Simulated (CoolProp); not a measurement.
Computed with CoolProp (reference Helmholtz-energy equation of state, Lemmon 2006). It is a short technical equation, of lower accuracy than the large ones.

Task: Give the vapour pressure (bar), vapour Z, surface tension (mN/m), liquid viscosity (µPa s) of saturated n-nonane at 184.35, 215.85 °C.

Result: 
```tsv
T (°C)	p (bar)	vapour Z	surface tension (mN/m)	liquid viscosity (µPa s)
184.35	2.28	0.897	8.46	163
215.85	4.35	0.838	6.08	129
```

Viscosity comes from a separate model (Huber 2004). Surface tension comes from a separate correlation (Mulero 2012).
